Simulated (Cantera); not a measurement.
Input: 1 mol SiH4, 18 mol CO2, 10 mol H2, 0.16 mol H2O, at 1548 K and 1.00 mbar.

Cantera equilibrium calculation (NASA polynomials, part measured and part estimated; ideal gas, pure solids and liquids). Candidate condensed phases: C, C6H6, C7H8, C8H18, H2O, Si, SiC, SiO2; 123 gas species. The tables hold silica as quartz up to 1696 K and as liquid above; real silica turns to tridymite and cristobalite and melts near 1996 K. Kinetics and transport are ignored.

Base state: CO 0.336, H2O 0.275, CO2 0.260, H2 0.128, H 0.000348, OH 2.51e-5 (mole fractions); condensed: SiO2(β-quartz).

Question: What changes in the equilibrium state with this change: CO2 from 18 to 0.13 mol?

Answer: 
```json
[
 {"species": "H2", "before": "0.128", "after": "0.966"},
 {"species": "SiO", "before": "3.04e-6", "after": "0.0323"},
 {"species": "CO", "before": "0.336", "after": "0.00104"},
 {"species": "H2O", "before": "0.275", "after": "1.41e-7"},
 {"species": "CO2", "before": "0.260", "after": "<1e-9"},
 {"species": "Si", "before": "<1e-9", "after": "3.18e-5"},
 {"species": "OH", "before": "2.51e-5", "after": "<1e-9"},
 {"species": "SiO2(β-quartz), mol", "before": "1.000", "after": "0"},
 {"species": "Si(s), mol", "before": "0", "after": "0.476"},
 {"species": "SiC(s), mol", "before": "0", "after": "0.117"}
]
```
Mutual solubility and eutectic melting of coexisting phases are not modelled.
